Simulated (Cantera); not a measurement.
**NO annealing gas**

A perfectly stirred reactor is fed with 84.5 % NO, 15.5 % N2, at 1.10 bar; it is held at 1975 K, and followed from long to short residence time.

Computed with Cantera and GRI-Mech 3.0 (53 species, 325 reactions).

```csv
τ (s),x NO,x O2,x N2,x NO2,x O
0.65,0.423,0.210,0.366,0.000804,0.000248
0.31,0.551,0.146,0.301,0.000881,0.000210
0.14,0.670,0.0866,0.242,0.000844,0.000168
0.068,0.747,0.0485,0.204,0.000736,0.000134
0.032,0.795,0.0244,0.179,0.000610,0.000106
0.015,0.821,0.0117,0.167,0.000508,8.74e-5
0.0072,0.833,0.00549,0.160,0.000441,7.60e-5
0.0034,0.840,0.00242,0.157,0.000391,6.80e-5
0.0016,0.842,0.000982,0.156,0.000344,6.07e-5
0.00076,0.844,0.000347,0.155,0.000283,5.14e-5
```
x: mole fraction; the columns are a selection and need not sum to one.
